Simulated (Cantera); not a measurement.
Charge: 1 mol MgO, 1.7 mol CH4, 0.09 mol CO, equilibrated at 1775 K.

These are equilibrium values from Cantera (NASA tables, ideal gas, pure condensed phases), not measurements of a reactor. Candidate condensed phases: C, C6H6, C7H8, C8H18, H2O, Mg, MgCO3, MgO, Mg(OH)2; 116 gas species. The tables' values for MgH are old estimates; treat these amounts as uncertain. The numbers say what is thermodynamically allowed, not how fast it happens.

x: gas mole fraction; n: condensed amount in mol.

```
P (Pa)    x H2    x CO      x Mg       x H  x CH4     x MgH  n C(graphite)  n MgO(s)
-------  -----  ------  --------  --------  -----  --------  -------------  --------
10       0.601   0.196     0.180    0.0224      …   1.86e-5          0.699         0
42       0.610   0.197     0.181    0.0110      …   3.86e-5          0.699         0
180      0.615   0.198     0.182   0.00535      …   8.03e-5          0.699         0
750      0.617   0.198     0.182   0.00263      …  0.000164          0.699         0
3200     0.618   0.198     0.182   0.00127      …  0.000340          0.699         0
13000    0.619   0.199     0.181  0.000631      …  0.000684          0.699         0
56000    0.871  0.0756    0.0521  0.000361      …  0.000484           1.49     0.795
240000   0.959  0.0322   0.00665  0.000183      …  0.000134           1.67     0.976
1000000  0.965  0.0264  0.000468   8.99e-5      …   1.93e-5           1.67     0.998
```

Q: What belongs in the gaps?

A: 
- 10, x CH4: 3.02e-8
- 42, x CH4: 1.31e-7
- 180, x CH4: 5.70e-7
- 750, x CH4: 2.39e-6
- 3200, x CH4: 1.02e-5
- 13000, x CH4: 4.16e-5
- 56000, x CH4: 0.000356
- 240000, x CH4: 0.00185
- 1000000, x CH4: 0.00780
